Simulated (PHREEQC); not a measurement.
1 kg of water holding 0.29 mol/kgw NaCl, 0.00011 mol/kgw CaSO4, 0.0088 mol/kgw NaBr, 0.024 mol/kgw KCl and 0.025 mol/kgw MgBr2 is evaporated at 20 °C; the solids stay in contact with the brine. CO2 from the air is kept out. Only these solids could form: Arcanite, Bischofite, Bloedite, Brucite, Carnallite, Epsomite, Glaserite, Glauberite, Gypsum, Anhydrite, Halite, Hexahydrite, Kainite, Kieserite, Leonite, Mirabilite, Misenite, Polyhalite, Portlandite, Schoenite, Sylvite, Syngenite, Thenardite, MgCl2_4H2O.

Equilibrium calculation in PHREEQC: Pitzer model, pitzer.dat.

Q: Predict ionic strength at water left (kg) = 0.5552, 0.1407.

A: 
```
water left (kg)  ionic strength
---------------  --------------
0.5552                    0.717
0.1407                     2.83
```
